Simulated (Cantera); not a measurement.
## Premixed flame

A freely propagating, adiabatic, planar premixed flame of 48.2 % H2, 9.25 % O2, 40.8 % N2, 1.83 % H2O, unburnt at 600 K and 100.0 Torr; mixture-averaged transport, grid criteria slope 0.08 and curve 0.16, no radiation.

Detailed kinetics in Cantera: the H2/O2 subset of GRI-Mech 3.0, which has no nitrogen chemistry. Burning velocities carry a grid error of a few per cent, more on coarse grids.

```tsv
z (mm)	T (K)	u (m/s)	x H2	x O2	x OH	x H	x H2O2	x HO2
-19.7	600	5.88	0.482	0.0925	<1e-8	<1e-8	<1e-8	<1e-8
-13.1	600	5.88	0.482	0.0925	<1e-8	<1e-8	<1e-8	<1e-8
-9.86	600	5.88	0.482	0.0925	<1e-8	<1e-8	<1e-8	<1e-8
-6.57	600	5.88	0.482	0.0925	<1e-8	7.77e-7	<1e-8	1.06e-6
-3.29	614	6.01	0.480	0.0922	2.33e-5	0.000625	4.42e-7	3.81e-5
-1.64	734	7.10	0.458	0.0882	0.000159	0.0103	2.66e-7	2.51e-5
0	1047	9.90	0.349	0.0521	0.000976	0.0661	1.09e-7	9.75e-6
1.64	1259	11.8	0.264	0.00550	0.00125	0.105	4.81e-8	9.85e-7
3.29	1337	12.5	0.260	0.000512	0.00128	0.101	3.66e-8	8.52e-8
6.57	1425	13.3	0.267	0.000175	0.00155	0.0895	3.93e-8	2.69e-8
13.1	1524	14.1	0.277	0.000148	0.00178	0.0752	3.66e-8	2.11e-8
26.3	1628	14.9	0.287	0.000111	0.00189	0.0598	2.74e-8	1.53e-8
52.6	1728	15.7	0.297	7.02e-5	0.00180	0.0445	1.65e-8	1.01e-8
```
x: mole fraction of selected species; z is measured from the peak of heat release.

```
Quantity                     Value
------------------------  --------
laminar burning velocity  588 cm/s
thermal thickness          6.57 mm
peak x(OH)                 0.00189
peak x(H)                    0.105
peak x(H2O2)               5.03e-7
peak x(HO2)                3.85e-5
```
